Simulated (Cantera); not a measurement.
Si + O2 + N2 (thermal oxidation and active oxidation of silicon)

Charge: 1 mol Si, a varied amount of O2, 21 mol N2, equilibrated at 973 K and 100 Torr.

Equilibrium computed with Cantera from the NASA thermochemical tables; the gas is ideal and each condensed phase is pure. Candidate condensed phases: Si, SiO2, Si2N2O, Si3N4; 16 gas species. N2 is the only nitrogen source here; it is nearly inert below about 1500 K, so the nitride shown seldom forms there in practice. The numbers say what is thermodynamically allowed, not how fast it happens.

| n(O2) (mol) | log p N2 | n Si2N2O(s) | n Si3N4(s) | n SiO2(β-quartz) |
|---|---|---|---|---|
| 0.03 | -0.88 | 0.0600 | 0.293 | 0 |
| 0.1 | -0.88 | 0.200 | 0.200 | 0 |
| 0.17 | -0.88 | 0.340 | 0.107 | 0 |
| 0.24 | -0.88 | 0.480 | 0.0133 | 0 |
| 0.31 | -0.88 | 0.460 | 0 | 0.0800 |
| 0.38 | -0.88 | 0.413 | 0 | 0.173 |
| 0.45 | -0.88 | 0.367 | 0 | 0.267 |
| 0.52 | -0.88 | 0.320 | 0 | 0.360 |
| 0.59 | -0.88 | 0.273 | 0 | 0.453 |
| 0.66 | -0.88 | 0.227 | 0 | 0.547 |
| 0.73 | -0.88 | 0.180 | 0 | 0.640 |
log p: log10 of the partial pressure in bar; n: condensed amount in mol.

From 0.03 mol O2 to 0.24 mol O2 the condensed part is Si2N2O(s) + Si3N4(s). From 0.31 mol O2 to 0.73 mol O2 the condensed part is SiO2(β-quartz) + Si2N2O(s).
